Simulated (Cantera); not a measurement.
Cantera run:

```python
import numpy as np
import cantera as ct

gas_names = """
    Ca CaF CaF2 Ca2 F F2 H HF H2 H2F2 H3F3 H4F4 H5F5 H6F6 H7F7 N NF NF2 NF3 NH NH2 NH3 N2 N2H2 N2H4
""".split()
cond_names = """
    Ca(a) Ca(b) Ca(L) CaF2(a) CaF2(b) CaF2(L)
""".split()


# ... load() reads the species with a 1 bar reference pressure and builds the phases ...
atoms = {
    'CaF2': {'Ca': 1, 'F': 2},
    'HF': {'H': 1, 'F': 1},
    'N2': {'N': 2},
}
top_T = {}  # K; cautious upper limits of use, not melting points


# ... equilibrate(T, P, feed) seeds the gas with the atoms and calls Mixture.equilibrate('TP', solver="vcs", rtol=1e-11, max_steps=5000) ...
results = []
feed = {'CaF2': 1, 'HF': 0.27, 'N2': 260}  # mol
T = 1325  # K
P = 10000  # Pa
mix = equilibrate(T, P, feed)
results.append((T, P, feed, dict(zip(mix.species_names, mix.species_moles))))
x = sorted(zip(gas.X, gas.species_names), reverse=True)
print(f"T = {T:g} K  P = {P:g} Pa  gas = {mix.phase_moles(0):.4g} mol")
print("   x: " + "  ".join(f"{s} {v:.3e}" for v, s in x if v > 1e-06))
print("   condensed (mol): " + ("  ".join(f"{mix.phase(i).name} {mix.phase_moles(i):.4g}"
      for i in range(1, mix.n_phases) if mix.phase_moles(i) > 1e-12) or "none"))
```

It prints:

```
T = 1325 K  P = 10000 Pa  gas = 260.3 mol
   x: N2 9.990e-01  HF 1.037e-03
   condensed (mol): CaF2(a) 0.9999
```

These are equilibrium values from Cantera (NASA tables, ideal gas, pure condensed phases), not measurements of a reactor.
